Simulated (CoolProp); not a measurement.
Vapour-liquid equilibrium of n-butane (1) + benzene (2) at 311.5 K; x and y are mole fractions of (1).

Values from CoolProp's multi-fluid Helmholtz-energy mixture model, Bücker 2006 and Thol 2012; pair parameters Bell 2016.

```json
[
 {"x": "0.05", "bubble pressure (kPa)": "45.24", "y at the bubble point": "0.516", "dew pressure at overall composition x (kPa)": "23.93", "liquid density (mol/L)": "10.95"},
 {"x": "0.15", "bubble pressure (kPa)": "89.94", "y at the bubble point": "0.777", "dew pressure at overall composition x (kPa)": "26.63", "liquid density (mol/L)": "10.83"},
 {"x": "0.25", "bubble pressure (kPa)": "132.2", "y at the bubble point": "0.862", "dew pressure at overall composition x (kPa)": "30.00", "liquid density (mol/L)": "10.71"},
 {"x": "0.35", "bubble pressure (kPa)": "170.4", "y at the bubble point": "0.904", "dew pressure at overall composition x (kPa)": "34.35", "liquid density (mol/L)": "10.59"},
 {"x": "0.45", "bubble pressure (kPa)": "204.2", "y at the bubble point": "0.928", "dew pressure at overall composition x (kPa)": "40.17", "liquid density (mol/L)": "10.45"},
 {"x": "0.55", "bubble pressure (kPa)": "234.1", "y at the bubble point": "0.945", "dew pressure at overall composition x (kPa)": "48.37", "liquid density (mol/L)": "10.31"},
 {"x": "0.65", "bubble pressure (kPa)": "261.4", "y at the bubble point": "0.958", "dew pressure at overall composition x (kPa)": "60.74", "liquid density (mol/L)": "10.16"},
 {"x": "0.75", "bubble pressure (kPa)": "287.6", "y at the bubble point": "0.970", "dew pressure at overall composition x (kPa)": "81.58", "liquid density (mol/L)": "10.00"},
 {"x": "0.85", "bubble pressure (kPa)": "314.7", "y at the bubble point": "0.981", "dew pressure at overall composition x (kPa)": "123.8", "liquid density (mol/L)": "9.839"},
 {"x": "0.95", "bubble pressure (kPa)": "344.7", "y at the bubble point": "0.993", "dew pressure at overall composition x (kPa)": "243.7", "liquid density (mol/L)": "9.669"}
]
```

No azeotrope shows between x = 0.05 and 0.95.

The pair parameters rest on a limited set of measurements; away from them the model extrapolates.
